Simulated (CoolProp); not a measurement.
A single-stage vapour-compression cycle with the fluid: evaporating at 323.15 K (dew point), condensing at 365.15 K (bubble point), superheat 0 K, subcooling 0 K, compressor efficiency 0.9, no pressure losses. The same conditions are run with several fluids, on thermodynamics alone (safety and materials aside).

Values from CoolProp's reference Helmholtz-energy equation of state of each fluid (R236FA: Pan 2012; cyclopentane: Gedanitz 2015; ammonia: Gao 2020; R1224YDZ: Akasaka 2023; R134a: Tillner-Roth 1994; cis-2-butene: Lemmon 2005).

Problem. Rank R236FA, cyclopentane, ammonia, R1224YDZ, R134a, cis-2-butene by cooling COP, highest first.

Solution. cyclopentane (5.97), cis-2-butene (5.50), ammonia (5.39), R1224YDZ (5.20), R236FA (4.50), R134a (3.85)

```csv
fluid,pressure ratio,discharge temperature (K),refrigerating effect (kJ/kg),volumetric capacity (kJ/m³)
R236FA,2.80,365.1,71.4,2800
cyclopentane,3.31,365.1,302,850
ammonia,2.62,406.6,821,12900
R1224YDZ,2.94,365.1,98.1,2000
R134a,2.56,372.9,75.9,5030
cis-2-butene,2.70,365.6,258,2710
```

The compression ends wet for: R236FA; cyclopentane; R1224YDZ.
